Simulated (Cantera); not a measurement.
An adiabatic, constant-volume homogeneous reactor starts with 15.5 % H₂, 17.7 % O₂, 66.3 % N₂, 0.466 % NO, at 1700 K and 0.450 bar.

Detailed kinetics in Cantera: GRI-Mech 3.0 (53 species, 325 reactions).

Predict: time of steepest temperature rise; temperature at 0.300 s; equilibrium temperature; x(H₂) at 0.300 s; x(O₂) at 0.300 s; x(NO) at 0.300 s; x(OH) at 0.300 s; x(HO₂) at 0.300 s; x(O) at 0.300 s; x(H) at 0.300 s.


| Property | Result |
|---|---|
| time of steepest temperature rise | 18.0 µs |
| temperature at 0.300 s | 2656 K |
| equilibrium temperature | 2656 K |
| x(H₂) at 0.300 s | 0.00708 (gas-phase equilibrium 0.00708) |
| x(O₂) at 0.300 s | 0.0919 (gas-phase equilibrium 0.0919) |
| x(NO) at 0.300 s | 0.0186 (gas-phase equilibrium 0.0186) |
| x(OH) at 0.300 s | 0.0247 (gas-phase equilibrium 0.0247) |
| x(HO₂) at 0.300 s | 1.21e-5 (gas-phase equilibrium 1.21e-5) |
| x(O) at 0.300 s | 0.0112 (gas-phase equilibrium 0.0112) |
| x(H) at 0.300 s | 0.00500 (gas-phase equilibrium 0.00500) |
